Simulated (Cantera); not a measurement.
**Adiabatic ignition**

An adiabatic, constant-volume homogeneous reactor starts with H₂ : O₂ : N₂ : NO = 1 : 0.926 : 3.48 : 0.016 (molar parts), at 1400 K and 9.87 atm.

Detailed kinetics in Cantera: GRI-Mech 3.0 (53 species, 325 reactions). The hydrogen kinetics of GRI-Mech 3.0 are dated; newer H2 mechanisms differ, most at raised pressure.

```tsv
t (s)	T (K)	P (bar)	x H₂	x O₂	x NO	x H₂O₂	x OH
9.00e-6	2823	18.5	0.00368	0.0810	0.00375	3.00e-6	0.0184
2.09e-5	2822	18.5	0.00367	0.0806	0.00461	2.98e-6	0.0184
4.83e-5	2818	18.4	0.00364	0.0798	0.00645	2.95e-6	0.0182
0.000112	2812	18.4	0.00360	0.0781	0.00995	2.89e-6	0.0178
0.000260	2802	18.3	0.00354	0.0758	0.0150	2.80e-6	0.0173
0.000601	2794	18.3	0.00349	0.0739	0.0192	2.73e-6	0.0169
0.00139	2792	18.3	0.00348	0.0734	0.0202	2.71e-6	0.0168
0.00323	2792	18.3	0.00348	0.0734	0.0202	2.71e-6	0.0168
0.00748	2792	18.3	0.00348	0.0734	0.0202	2.71e-6	0.0168
0.0173	2792	18.3	0.00348	0.0734	0.0202	2.71e-6	0.0168
0.0402	2792	18.3	0.00348	0.0734	0.0202	2.71e-6	0.0168
0.0931	2792	18.3	0.00348	0.0734	0.0202	2.71e-6	0.0168
0.216	2792	18.3	0.00348	0.0734	0.0202	2.71e-6	0.0168
0.500	2792	18.3	0.00348	0.0734	0.0202	2.71e-6	0.0168
```
x: mole fraction; the columns are a selection and need not sum to one.

```
Quantity                                                             Value
---------------------------------  ---------------------------------------
time of steepest temperature rise                                  2.37 µs
temperature at 0.500 s                                              2792 K
equilibrium temperature                                             2792 K
x(H₂) at 0.500 s                   0.00348 (gas-phase equilibrium 0.00348)
x(O₂) at 0.500 s                     0.0734 (gas-phase equilibrium 0.0734)
x(NO) at 0.500 s                     0.0202 (gas-phase equilibrium 0.0202)
```
